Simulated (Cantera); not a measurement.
A closed system holds: 1 mol Si3N4, 1.4 mol H2O, at 1.33 mbar.

Equilibrium computed with Cantera from the NASA thermochemical tables; the gas is ideal and each condensed phase is pure. Candidate condensed phases: H2O, Si, SiO2, Si2N2O, Si3N4; 35 gas species. Mutual solubility and eutectic melting of coexisting phases are not modelled. Kinetics and transport are ignored.

Question: Which condensed phases are stable at each of these points (T (K)): 1423, 1448, 1473, 1498, 1523, 1548, 1573, 1598, 1623, 1648, 1673, 1698, 1723, 1748?

Answer: 
```
T (K)      condensed phases  Si condensed (%)
-----  --------------------  ----------------
1423   Si2N2O(s) + Si3N4(s)             100.0
1448   Si2N2O(s) + Si3N4(s)             100.0
1473   Si2N2O(s) + Si3N4(s)             100.0
1498   Si2N2O(s) + Si3N4(s)             100.0
1523   Si2N2O(s) + Si3N4(s)             100.0
1548   Si2N2O(s) + Si3N4(s)              99.9
1573   Si2N2O(s) + Si3N4(s)              99.8
1598   Si2N2O(s) + Si3N4(s)              99.6
1623      Si(s) + Si2N2O(s)              99.2
1648      Si(s) + Si2N2O(s)              98.0
1673      Si(s) + Si2N2O(s)              95.1
1698      Si(l) + Si2N2O(s)              86.8
1723                  Si(l)              53.2
1748                  Si(l)              53.1
```

From 1423 K to 1598 K the condensed part is Si2N2O(s) + Si3N4(s). From 1623 K to 1673 K the condensed part is Si(s) + Si2N2O(s). At 1698 K the condensed part is Si(l) + Si2N2O(s). From 1723 K to 1748 K the condensed part is Si(l).
